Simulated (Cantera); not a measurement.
# Silicon nitride deposition: SiH2Cl2 + NH3 + N2

A closed system holds: 1 mol SiH2Cl2, a varied amount of NH3, 2 mol N2, equilibrated at 1523 K and 10.0 mbar.

Method: chemical equilibrium by Gibbs-energy minimisation in Cantera with the NASA 1993 tables (ideal gas, pure condensed phases). Candidate condensed phases: NH4Cl, Si, Si3N4; 28 gas species. The tables' values for SiCl3 are old estimates; treat these amounts as uncertain. Kinetics and transport are ignored.

```tsv
n(NH3) (mol)	log p H2	log p N2	log p HCl	log p SiCl2	log p SiCl3	log p SiCl4	log p SiHCl3	n Si3N4(s)
0.1	-2.78	-2.35	-2.56	-3.02	-3.86	-4.23	-5.39	0.188
0.19	-2.73	-2.36	-2.56	-3.06	-3.92	-4.31	-5.43	0.196
0.34	-2.66	-2.38	-2.56	-3.12	-4.01	-4.44	-5.49	0.206
0.61	-2.57	-2.41	-2.57	-3.21	-4.17	-4.64	-5.59	0.221
1.1	-2.47	-2.44	-2.61	-3.36	-4.40	-4.97	-5.78	0.241
2	-2.37	-2.48	-2.68	-3.58	-4.75	-5.44	-6.07	0.263
3.6	-2.28	-2.52	-2.80	-3.88	-5.20	-6.05	-6.48	0.284
6.6	-2.22	-2.55	-2.96	-4.25	-5.77	-6.82	-7.02	0.301
```
log p: log10 of the partial pressure in bar; n: condensed amount in mol.

From 0.1 mol NH3 to 6.6 mol NH3 the condensed part is Si3N4(s). The main Si-bearing gas is SiCl2 throughout. The share of Si in condensed phases is highest at 6.6 mol NH3 (90.3 %) and lowest at 0.1 mol NH3 (56.5 %).
